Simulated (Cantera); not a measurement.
Feed: 1 mol Cr2O3, 0.33 mol H2, at 1 atm.

Method: chemical equilibrium by Gibbs-energy minimisation in Cantera with the NASA 1993 tables (ideal gas, pure condensed phases). Candidate condensed phases: Cr, Cr2O3, H2O; 13 gas species. Mutual solubility and eutectic melting of coexisting phases are not modelled. Rates play no part.

Q: At 1623 K, list the 3 most abundant gas species with their mole fractions, and the condensed phases.

A: H2 0.997, H2O 0.00262, H 6.86e-5. Condensed: Cr(s) + Cr2O3(s).
